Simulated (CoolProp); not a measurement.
Properties of carbon dioxide along the isotherm 221.6 K.

Model: reference Helmholtz-energy equation of state, Span 1996, in CoolProp.

```tsv
p (MPa)	phase	Z	cv (kJ/(kg K))	Joule-Thomson coefficient (K/MPa)	isothermal compressibility (1/MPa)	expansivity (1/kK)
2.63	liquid	?	0.9701	-0.1341	0.001908	?
5.27	liquid	?	0.9732	-0.1445	0.001817	3.036
7.9	liquid	?	?	?	0.001735	2.945
10.5	liquid	0.2123	0.9787	-0.1627	?	2.862
13.2	liquid	0.2658	0.9813	-0.1709	0.001593	2.783
15.8	liquid	0.3168	0.9837	-0.1783	0.001532	2.713
18.4	liquid	0.3675	0.9860	-0.1850	0.001476	?
```

**Question.** Some entries are withheld; supply them.

**Answer.** 
- 2.63, Z: 0.05393
- 2.63, expansivity (1/kK): 3.137
- 5.27, Z: 0.1075
- 7.9, Z: 0.1605
- 7.9, cv (kJ/(kg K)): 0.9760
- 7.9, Joule-Thomson coefficient (K/MPa): -0.1541
- 10.5, isothermal compressibility (1/MPa): 0.001662
- 18.4, expansivity (1/kK): 2.649
